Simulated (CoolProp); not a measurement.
Values from CoolProp's reference Helmholtz-energy equation of state, Guder 2009.

Q: For sulfur hexafluoride, give the phase and the cp (kJ/(kg K)), speed of sound (m/s), Joule-Thomson coefficient (K/MPa) at -16.15 °C and 0.101 MPa; 28.05 °C and 0.101 MPa; 50.25 °C and 0.101 MPa.

A: 
- -16.15 °C and 0.101 MPa: gas; cp 0.599, speed of sound 125, Joule-Thomson coefficient 14.6
- 28.05 °C and 0.101 MPa: gas; cp 0.674, speed of sound 136, Joule-Thomson coefficient 9.07
- 50.25 °C and 0.101 MPa: gas; cp 0.707, speed of sound 141, Joule-Thomson coefficient 7.44
